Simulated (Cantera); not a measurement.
**Ignition delay**

Mixture: CH4 : O2 : N2 : H2O = 1 : 2.94 : 11.1 : 0.57 (molar parts), at 1.01 bar, adiabatic and at constant volume. Ignition delay is the time to a rise of 400 K.

Computed with Cantera and GRI-Mech 3.0 (53 species, 325 reactions).

```json
[
 {"T0 (K)": "1050", "delay (ms)": "387"},
 {"T0 (K)": "1150", "delay (ms)": "80.5"},
 {"T0 (K)": "1250", "delay (ms)": "19.5"},
 {"T0 (K)": "1350", "delay (ms)": "5.42"},
 {"T0 (K)": "1450", "delay (ms)": "1.74"},
 {"T0 (K)": "1550", "delay (ms)": "0.649"},
 {"T0 (K)": "1650", "delay (ms)": "0.282"},
 {"T0 (K)": "1750", "delay (ms)": "0.139"}
]
```

```
Item                                                     Value
--------------------------------------------------  ----------
apparent activation energy between 1550 and 1750 K  170 kJ/mol
```
